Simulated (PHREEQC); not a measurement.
Consider water at 70 °C with 0.023 mol HF and 0.074 mol KF per kg of water. Closed to the air; pH follows from the charge balance.

All values are PHREEQC results (ion-association model, wateq4f.dat), not measurements.

```tsv
quantity	before	after
pH	4.03	7.56
ionic strength (mol/kgw)	0.0741	0.0740
F- (mol/kgw)	0.0688	0.0740
HF (mol/kgw)	0.0173	5.49e-6
HF2- (mol/kgw)	0.00530	1.81e-6
H2F2 (mol/kgw)	0.000138	1.39e-11
```

What was changed between the two runs?
A. temperature from 70 to 85 °C
B. 0.004 mol/kgw Na2S added
C. KF from 0.074 to 0.111 mol/kgw
D. HF left out
E. temperature from 70 to 90 °C

D, HF left out

This is a speciation only: nothing precipitates in the calculation. Away from 25 °C the constants follow the database's enthalpies or fits; those with neither stay at their 25 °C values.
